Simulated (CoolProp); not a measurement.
Model: reference Helmholtz-energy equation of state, Wagner 2002, in CoolProp.

Q: For water, give the phase and the density (kg/m³), speed of sound (m/s), Joule-Thomson coefficient (K/MPa), expansivity (1/kK) at 665.9 K and 552 bar.

A: 
- 665.9 K and 552 bar: supercritical; density 615, speed of sound 837, Joule-Thomson coefficient 0.417, expansivity 3.85
